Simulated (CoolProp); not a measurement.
Vapour-liquid equilibrium of carbon dioxide (1) + carbonyl sulfide (2) at -3.75 °C; x and y are mole fractions of (1).

Model: multi-fluid Helmholtz-energy mixture model, Span 1996 and Lemmon 2006; pair parameters Bell 2016, in CoolProp.

```
x     bubble pressure (bar)  y at the bubble point  dew pressure at overall composition x (bar)  liquid density (mol/L)
----  ---------------------  ---------------------  -------------------------------------------  ----------------------
0.05                  7.897                  0.275                                        6.105                   17.93
0.15                  11.57                  0.525                                        6.796              (withheld)
0.25                  14.67                  0.644                                        7.654                   18.58
0.35                  17.32                  0.717                                        8.746                   18.91
0.45             (withheld)                  0.769                                        10.18                   19.24
0.55                  21.82                  0.812                                        12.12                   19.59
0.65                  23.90                  0.851                                        14.86              (withheld)
0.75                  25.98                  0.890                                        18.76                   20.34
0.85                  28.12                  0.930                                        23.84                   20.78
0.95                  30.36                  0.975                                        29.13                   21.28
```

Problem. What belongs in the gaps?

Solution. 
- 0.15, liquid density (mol/L): 18.26
- 0.45, bubble pressure (bar): 19.66
- 0.65, liquid density (mol/L): 19.95

No azeotrope shows between x = 0.05 and 0.95.

The pair parameters rest on a limited set of measurements; away from them the model extrapolates.
